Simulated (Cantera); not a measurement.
An adiabatic, constant-volume homogeneous reactor starts with H2 : O2 : N2 = 1 : 0.49 : 1.87 (molar parts), equivalence ratio 1.0, at 1600 K and 0.620 bar.

Cantera simulation using the H2/O2 subset of GRI-Mech 3.0, which has no nitrogen chemistry; the numbers are that mechanism's predictions, not measurements.

Problem. Predict: time of steepest temperature rise; temperature at 0.100 s; equilibrium temperature; x(H2) at 0.100 s; x(O2) at 0.100 s; x(H2O2) at 0.100 s; x(O) at 0.100 s; x(H) at 0.100 s; x(HO2) at 0.100 s; x(OH) at 0.100 s.

Solution. 
- time of steepest temperature rise = 15.4 µs
- temperature at 0.100 s = 2964 K
- equilibrium temperature = 2964 K
- x(H2) at 0.100 s = 0.0622 (gas-phase equilibrium 0.0622)
- x(O2) at 0.100 s = 0.0196 (gas-phase equilibrium 0.0196)
- x(H2O2) at 0.100 s = 5.29e-7 (gas-phase equilibrium 5.29e-7)
- x(O) at 0.100 s = 0.0137 (gas-phase equilibrium 0.0137)
- x(H) at 0.100 s = 0.0345 (gas-phase equilibrium 0.0345)
- x(HO2) at 0.100 s = 1.02e-5 (gas-phase equilibrium 1.02e-5)
- x(OH) at 0.100 s = 0.0401 (gas-phase equilibrium 0.0401)
